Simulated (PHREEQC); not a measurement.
Solution (50 °C): 0.18 mol HF, 0.052 mol NaF and 0.0073 mol HCl per kg of water. Closed to the air; pH follows from the charge balance.

Model: ion-association model, phreeqc.dat, run in PHREEQC.

```tsv
quantity	before	after
pH	2.51	4.13
ionic strength (mol/kgw)	0.0551	0.0513
HF (mol/kgw)	0.164	0.00608
F- (mol/kgw)	0.0280	0.0428
HF2- (mol/kgw)	0.0199	0.00113
NaF (mol/kgw)	0.000529	0.000816
SI of Halite (NaCl)	-5.20	-5.20
```

Task: Name the change that produced these shifts.
(A) 0.015 mol/kgw KCl added
(B) HCl from 0.0073 to 0.073 mol/kgw
(C) HF from 0.18 to 0.198 mol/kgw
(D) HCl replaced by CdCl2 at the same molality
(E) HF left out

Result: E, HF left out

No solid was allowed to form. Away from 25 °C the constants follow the database's enthalpies or fits; those with neither stay at their 25 °C values.
